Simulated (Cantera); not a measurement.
**Low-pressure radical oxidation in H2/O2**

An isothermal, constant-pressure homogeneous reactor starts with H₂ : O₂ = 0.042 : 1 (molar parts), equivalence ratio 0.021, at 1025 K and 3.45 Torr.

Detailed kinetics in Cantera: GRI-Mech 3.0 (53 species, 325 reactions). Radical loss at walls, strong at low pressure, is not modelled. The temperature is held fixed by assumption; the heat of reaction is taken as removed at once.

| t (s) | x H₂ | x O₂ | x H₂O₂ | x OH | x O |
|---|---|---|---|---|---|
| 2.00e-5 | 0.0403 | 0.960 | <1e-12 | <1e-12 | <1e-12 |
| 0.000100 | 0.0403 | 0.960 | <1e-12 | 3.25e-12 | 3.47e-12 |
| 0.000502 | 0.0403 | 0.960 | <1e-12 | 4.98e-11 | 6.67e-11 |
| 0.00252 | 0.0403 | 0.960 | <1e-12 | 1.04e-9 | 1.97e-9 |
| 0.0126 | 0.0402 | 0.960 | 9.29e-11 | 3.55e-5 | 7.03e-5 |
| 0.0632 | 0.000502 | 0.936 | 2.21e-8 | 0.00134 | 0.0197 |
| 0.317 | 0.000160 | 0.952 | 2.52e-8 | 0.000754 | 0.00608 |
| 1.59 | 1.15e-5 | 0.958 | 1.99e-8 | 0.000202 | 0.000441 |
| 7.96 | 5.65e-7 | 0.959 | 7.17e-9 | 4.59e-5 | 2.26e-5 |
| 39.9 | 4.47e-8 | 0.959 | 1.67e-9 | 1.31e-5 | 1.84e-6 |
| 200 | 5.58e-9 | 0.959 | 3.46e-10 | 4.68e-6 | 2.35e-7 |
x: mole fraction; the columns are a selection and need not sum to one.

Equilibrium at this temperature and pressure: H₂ 1.13e-10, O₂ 0.959, H₂O₂ 1.05e-11, OH 6.69e-7, O 4.80e-9 (gas phase only).
